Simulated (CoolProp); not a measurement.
A Linde-Hampson liquefier for normal hydrogen: isothermal reversible compression at 290 K from 1 atm to 10 MPa, throttling to 1 atm, return gas leaving the recuperator 5 K below the feed. Each further row changes one setting.

Values from CoolProp's reference Helmholtz-energy equation of state, Leachman 2009.

```csv
case,compression work (kJ/kg of gas)
as stated,5560
high pressure 20 MPa,6470
warm-end temperature 320 K,6130
warm-end gap 10 K,5560
```
